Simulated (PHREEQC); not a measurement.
Consider water at 5 °C with 6.1 mmol/kgw Cu(NO3)2, 2.5 mmol/kgw HNO3 and 12 mmol/kgw FeCl3. Closed to the air; pH follows from the charge balance.

All values are PHREEQC results (ion-association model, wateq4f.dat), not measurements.

No solid was allowed to form.

Q: Predict the pH, ionic strength.

A: pH 2.31; ionic strength 0.0849 mol/kgw.

Q: In which forms is Fe present?

A: Fe+3 60 %, FeCl+2 12 %, Fe2(OH)2+4 12 %, FeOH+2 11 %, Fe3(OH)4+5 3.4 %, FeCl2+ 1.4 % of the Fe.

Saturation is exceeded, for instance for Hematite (slow to form), Goethite (slow to form); the values hold only as long as no solid forms. At this temperature some constants are extrapolated from 25 °C, and those without enthalpy data are left unchanged.
